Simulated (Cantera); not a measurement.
A counterflow diffusion flame at 1.00 atm, nozzles 20 mm apart: fuel side CH3OH = 1 (molar parts) at 400 K, oxidiser side O2 : N2 = 0.21 : 0.79 (molar parts) at 748 K, fuel mass flux 1.6 times the oxidiser's; mixture-averaged transport, no radiation.

Model: GRI-Mech 3.0 (53 species, 325 reactions), integrated in Cantera. GRI-Mech 3.0 was tuned for natural gas; its chemistry of methanol as a main component is partial and can be far from experiment. GRI-Mech 3.0 has no aromatics or soot, which form on the fuel side of real flames. The maximum strain rate includes the flame's own expansion and is several times the mean.

x: mole fraction; the columns are a selection and need not sum to one.

```
oxidiser flux (kg/m²/s)  max strain (1/s)  mean strain (1/s)  T max (K)  peak x OH  peak x H  peak x NO  peak x CO  peak x C2H2
-----------------------  ----------------  -----------------  ---------  ---------  --------  ---------  ---------  -----------
0.25                                  225               47.1       2221     0.0123   0.00776   0.000164      0.190            …
0.36                                  313               67.8       2179     0.0125   0.00871   0.000118      0.188            …
0.51                                  430               96.0       2134     0.0125   0.00963    8.70e-5      0.186            …
0.71                                  584                134       2088     0.0124    0.0105    6.69e-5      0.183            …
1                                     805                188       2042     0.0123    0.0114    5.35e-5      0.180            …
1.4                                  1110                264       2001     0.0122    0.0124    4.49e-5      0.178            …
2                                    1550                377       1953     0.0118    0.0132    3.70e-5      0.174     0.000441
2.8                                  2140                527       1907     0.0113    0.0139    3.06e-5      0.171     0.000474
```

Fill in the missing entries.


- 0.25, peak x C2H2: 0.000140
- 0.36, peak x C2H2: 0.000179
- 0.51, peak x C2H2: 0.000224
- 0.71, peak x C2H2: 0.000273
- 1, peak x C2H2: 0.000328
- 1.4, peak x C2H2: 0.000387
